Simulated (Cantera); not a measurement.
An isothermal, constant-pressure homogeneous reactor starts with C2H6 : H2 = 1 : 2.1 (molar parts), at 1475 K and 320 Pa.

Cantera simulation using GRI-Mech 3.0 (53 species, 325 reactions); the numbers are that mechanism's predictions, not measurements. GRI-Mech 3.0 stops at C3 and has no aromatics, soot or wall deposition, so with more carbon than oxygen in the feed, carbon stays in small species such as C2H2 where larger ones or solid carbon would form. Radical loss at walls, strong at low pressure, is not modelled.

x: mole fraction; the columns are a selection and need not sum to one.

| t (s) | x C2H6 | x H2 | x CH4 | x CH3 | x C2H2 | x CH2 | x C2H |
|---|---|---|---|---|---|---|---|
| 3.00e-6 | 0.323 | 0.677 | 1.61e-7 | 4.43e-5 | <1e-12 | <1e-12 | <1e-12 |
| 2.40e-5 | 0.322 | 0.677 | 1.01e-5 | 0.000345 | <1e-12 | 3.38e-10 | <1e-12 |
| 0.000192 | 0.320 | 0.676 | 0.000566 | 0.00227 | 8.89e-9 | 1.22e-7 | <1e-12 |
| 0.00153 | 0.263 | 0.668 | 0.0255 | 0.0139 | 0.000177 | 4.70e-6 | 2.67e-10 |
| 0.0122 | 0.00894 | 0.608 | 0.238 | 0.0102 | 0.0331 | 3.55e-6 | … |
| 0.0979 | 0.000115 | 0.633 | 0.230 | 0.00109 | 0.0837 | 1.48e-7 | … |
| 0.783 | 2.04e-5 | 0.650 | 0.217 | 0.000412 | 0.119 | 2.69e-8 | … |
| 6.26 | 2.27e-5 | 0.674 | 0.186 | 0.000466 | 0.139 | 3.92e-8 | … |
| 50.0 | 5.25e-6 | 0.751 | 0.0760 | 0.000242 | 0.173 | 2.70e-8 | … |

What belongs in the gaps?


- 0.0122, x C2H: 9.94e-8
- 0.0979, x C2H: 3.21e-8
- 0.783, x C2H: 1.80e-8
- 6.26, x C2H: 2.79e-8
- 50.0, x C2H: 4.38e-8
